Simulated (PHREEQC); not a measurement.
PHREEQC input (ion-association model, phreeqc.dat):

```
SOLUTION_SPECIES
  CO3-2 + 10 H+ + 8 e- = CH4 + 3 H2O  # shut off: no methane
    -log_k -100
    -delta_h 0
    -analytic -100
SOLUTION 1
  temp 25
  units mol/kgw
  pH 7 charge
  Cl 0.24
  K 0.52
  C(4) 0.14
END
SELECTED_OUTPUT 1
  -reset false
  -pH true
  -pe true
  -ionic_strength true
  -water true
  -totals C Cl K C(-4) C(4) Hdg
  -molalities H+ K+ Cl- CO3-2 OH- HCO3- CO2 (CO2)2
  -saturation_indices Sylvite
USER_PUNCH 1
  -headings p_Hdg(g) phi_Hdg(g) p_H2O(g) phi_H2O(g) density
  10 PUNCH PR_P("Hdg(g)"), PR_PHI("Hdg(g)"), PR_P("H2O(g)"), PR_PHI("H2O(g)"), RHO
PRINT
  -reset false
USE solution 1
REACTION_TEMPERATURE 1
  10
GAS_PHASE 1
  -fixed_pressure
  -pressure 5
  -temperature 10
  -volume 20
  Hdg(g) 5
  H2O(g) 0
END
# ... the last block is repeated for the other 8 points of T (°C)
```

Selected output (columns that matter, 9 of 9 rows; T (°C) added in front):

```
T (°C)	pH	mu	C	Cl	K	Hdg	m_H+	m_K+	si_Sylvite	p_Hdg(g)	phi_Hdg(g)	p_H2O(g)	phi_H2O(g)	density
10	11.726	0.6576	0.14002	0.24004	0.52009	0.0037637	2.4734e-12	0.52009	-2.12	4.9876	1.0013	0.012418	0.9772	1.0283
20	11.481	0.65689	0.14005	0.24008	0.52018	0.0034806	4.3658e-12	0.52018	-2.1788	4.9765	1.0013	0.023454	0.97882	1.0262
30	11.265	0.65603	0.14009	0.24015	0.52033	0.0032835	7.2087e-12	0.52033	-2.2346	4.9577	1.0013	0.04231	0.98011	1.0232
40	11.074	0.65503	0.14015	0.24026	0.52056	0.0031481	1.1226e-11	0.52056	-2.2877	4.9268	1.0014	0.073225	0.98106	1.0196
50	10.906	0.65389	0.14025	0.24042	0.52092	0.0030564	1.6605e-11	0.52092	-2.3383	4.8779	1.0014	0.12207	0.98164	1.0152
60	10.758	0.65265	0.14039	0.24067	0.52145	0.0029935	2.3468e-11	0.52145	-2.3866	4.8033	1.0014	0.19668	0.98179	1.0104
70	10.628	0.65134	0.14061	0.24104	0.52225	0.0029457	3.185e-11	0.52225	-2.4327	4.6928	1.0015	0.30723	0.98149	1.005
80	10.513	0.65009	0.14093	0.24159	0.52344	0.0028981	4.1695e-11	0.52344	-2.4766	4.5335	1.0017	0.46654	0.98068	0.99913
90	10.413	0.6491	0.1414	0.2424	0.5252	0.0028335	5.2845e-11	0.5252	-2.5182	4.3096	1.002	0.69038	0.97936	0.99285
```

Complexes and solids missing from the database can't appear. At this temperature some constants are extrapolated from 25 °C, and those without enthalpy data are left unchanged.
